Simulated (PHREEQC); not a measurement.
0.5 mol of Fluorite (CaF2) is brought to equilibrium with 1 kg of water, with rising amounts of Zn(NO3)2, at 25 °C. Oxygen alone is held at its pressure in air (log pO2 = -0.68). No CO2 enters from the air. The run lets Fluorite precipitate or redissolve, and no other solid.

Computed with PHREEQC (ion-association model, wateq4f.dat).

| Zn(NO3)2 added (mol) | pH | dissolved Ca (mol/kgw) | dissolved F (mol/kgw) | ZnF+ (mol/kgw) |
|---|---|---|---|---|
| 0 | 7.09 | 0.000195 | 0.000391 | 0 |
| 0.00833 | 5.73 | 0.000261 | 0.000522 | 3.21e-5 |
| 0.0167 | 5.61 | 0.000294 | 0.000588 | 5.87e-5 |
| 0.025 | 5.54 | 0.000319 | 0.000638 | 8.26e-5 |
| 0.0333 | 5.50 | 0.000340 | 0.000680 | 0.000105 |
| 0.0417 | 5.46 | 0.000359 | 0.000717 | 0.000125 |
| 0.05 | 5.43 | 0.000375 | 0.000750 | 0.000145 |
| 0.0583 | 5.41 | 0.000390 | 0.000780 | 0.000163 |
| 0.0667 | 5.39 | 0.000404 | 0.000808 | 0.000181 |
| 0.075 | 5.37 | 0.000417 | 0.000834 | 0.000198 |
| 0.0833 | 5.35 | 0.000429 | 0.000858 | 0.000214 |
| 0.0917 | 5.33 | 0.000440 | 0.000880 | 0.000230 |
| 0.1 | 5.32 | 0.000451 | 0.000901 | 0.000245 |

Complexes and solids missing from the database can't appear.
